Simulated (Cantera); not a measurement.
# Adiabatic ignition

An adiabatic, constant-pressure homogeneous reactor starts with 19.9 % CO, 4.19 % H2, 14.9 % O2, 61.0 % N2, equivalence ratio 0.81, at 1198 K and 4.84 atm.

Computed with Cantera and GRI-Mech 3.0 (53 species, 325 reactions). The hydrogen kinetics of GRI-Mech 3.0 are dated; newer H2 mechanisms differ, most at raised pressure.

```json
[
 {"t (s)": "4.00e-6", "T (K)": "1198", "x CO": "0.199", "x H2": "0.0419", "x O2": "0.149", "x H": "4.58e-8", "x HO2": "9.87e-8", "x NO": "<1e-12"},
 {"t (s)": "1.50e-5", "T (K)": "1198", "x CO": "0.199", "x H2": "0.0418", "x O2": "0.149", "x H": "6.24e-6", "x HO2": "1.79e-5", "x NO": "<1e-12"},
 {"t (s)": "5.65e-5", "T (K)": "2387", "x CO": "0.0681", "x H2": "0.00259", "x O2": "0.0594", "x H": "0.00394", "x HO2": "1.14e-5", "x NO": "0.000137"},
 {"t (s)": "0.000213", "T (K)": "2683", "x CO": "0.0375", "x H2": "0.00125", "x O2": "0.0466", "x H": "0.000909", "x HO2": "6.89e-6", "x NO": "0.00145"},
 {"t (s)": "0.000799", "T (K)": "2684", "x CO": "0.0365", "x H2": "0.00122", "x O2": "0.0443", "x H": "0.000850", "x HO2": "6.64e-6", "x NO": "0.00553"},
 {"t (s)": "0.00300", "T (K)": "2675", "x CO": "0.0363", "x H2": "0.00122", "x O2": "0.0415", "x H": "0.000822", "x HO2": "6.20e-6", "x NO": "0.0114"},
 {"t (s)": "0.0113", "T (K)": "2674", "x CO": "0.0362", "x H2": "0.00122", "x O2": "0.0409", "x H": "0.000816", "x HO2": "6.12e-6", "x NO": "0.0125"},
 {"t (s)": "0.0425", "T (K)": "2674", "x CO": "0.0362", "x H2": "0.00122", "x O2": "0.0409", "x H": "0.000816", "x HO2": "6.12e-6", "x NO": "0.0125"},
 {"t (s)": "0.160", "T (K)": "2674", "x CO": "0.0362", "x H2": "0.00122", "x O2": "0.0409", "x H": "0.000816", "x HO2": "6.12e-6", "x NO": "0.0125"},
 {"t (s)": "0.600", "T (K)": "2674", "x CO": "0.0362", "x H2": "0.00122", "x O2": "0.0409", "x H": "0.000816", "x HO2": "6.12e-6", "x NO": "0.0125"}
]
```
x: mole fraction; the columns are a selection and need not sum to one.

| Property | Value |
|---|---|
| time of steepest temperature rise | 30.8 µs |
| temperature at 0.600 s | 2674 K |
| equilibrium temperature | 2674 K |
| x(CO) at 0.600 s | 0.0362 (gas-phase equilibrium 0.0362) |
| x(H2) at 0.600 s | 0.00122 (gas-phase equilibrium 0.00122) |
| x(O2) at 0.600 s | 0.0409 (gas-phase equilibrium 0.0409) |
